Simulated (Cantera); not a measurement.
Charge: 1 mol MgSO₄, 0.053 mol H₂, 0.18 mol CO₂, equilibrated at 750 °C and 3530 Torr.

These are equilibrium values from Cantera (NASA tables, ideal gas, pure condensed phases), not measurements of a reactor. Candidate condensed phases: C, C₆H₆, C₇H₈, C₈H₁₈, H₂O, H₂SO₄, Mg, MgCO₃, MgO, Mg(OH)₂, MgS, MgSO₄, S; 130 gas species. Mutual solubility and eutectic melting of coexisting phases are not modelled. The numbers say what is thermodynamically allowed, not how fast it happens.

Problem. What is the equilibrium state?

Solution. 
```json
{
  "x(CO₂)": "0.629",
  "x(H₂O)": "0.185",
  "x(SO₂)": "0.185",
  "x(CO)": "9.20e-6",
  "x(H₂)": "3.54e-6",
  "x(SO₃)": "2.31e-6",
  "n(MgO(s))": "0.0530 mol",
  "n(MgSO₄(s))": "0.947 mol",
  "gas_amount": "0.2860 mol",
  "log10 activity of S(l) (absent)": "-5.04",
  "log10 activity of C(graphite) (absent)": "-9.65",
  "log10 activity of Mg(l) (absent)": "-19.99"
}
```
